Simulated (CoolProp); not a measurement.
A single-stage vapour-compression cycle with R123: evaporating at 295.15 K (dew point), condensing at 316.15 K (bubble point), superheat 8 K, subcooling 5 K, compressor efficiency 0.6, no pressure losses. Each further row changes one setting.

The numbers come from the reference Helmholtz-energy equation of state, Younglove 1994 in CoolProp. It is a modified Benedict-Webb-Rubin equation, recast in Helmholtz form.

```
case                              cooling COP  pressure ratio  discharge temperature (K)  refrigerating effect (kJ/kg)  volumetric capacity (kJ/m³)
--------------------------------  -----------  --------------  -------------------------  ----------------------------  ---------------------------
as stated                                   ?            2.09                      333.6                           162                          829
evaporating temperature 300.15 K         11.0               ?                      331.1                             ?                            ?
condensing temperature 311.15 K             ?            1.77                      326.8                           167                          855
subcooling 10 K                             ?            2.09                      333.6                           167                          855
superheat 18 K                           8.16            2.09                      344.0                           169                            ?
compressor efficiency 0.5                6.76            2.09                          ?                           162                          829
```

Task: What belongs in the gaps?

Result: 
- as stated, cooling COP: 8.11
- evaporating temperature 300.15 K, pressure ratio: 1.73
- evaporating temperature 300.15 K, refrigerating effect (kJ/kg): 165
- evaporating temperature 300.15 K, volumetric capacity (kJ/m³): 1010
- condensing temperature 311.15 K, cooling COP: 10.8
- subcooling 10 K, cooling COP: 8.37
- superheat 18 K, volumetric capacity (kJ/m³): 834
- compressor efficiency 0.5, discharge temperature (K): 339.0
